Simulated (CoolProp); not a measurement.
Vapour-liquid equilibrium of R22 (1) + R134a (2) at -61.85 °C; x and y are mole fractions of (1).

Model: multi-fluid Helmholtz-energy mixture model, Kamei 1995 and Tillner-Roth 1994; pair parameters Bell 2016, in CoolProp.

**Question.** Give the bubble pressure and the first vapour's composition at x = 0.2, 0.8, 0.875. Is there an azeotrope?

**Answer.** x = 0.2: 19.11 kPa, y = 0.402; x = 0.8: 30.40 kPa, y = 0.892; x = 0.875: 31.64 kPa, y = 0.934. No azeotrope shows between x = 0.05 and 0.95.

Pair parameters are fitted to limited data, so mixtures are less certain than the pure fluids.
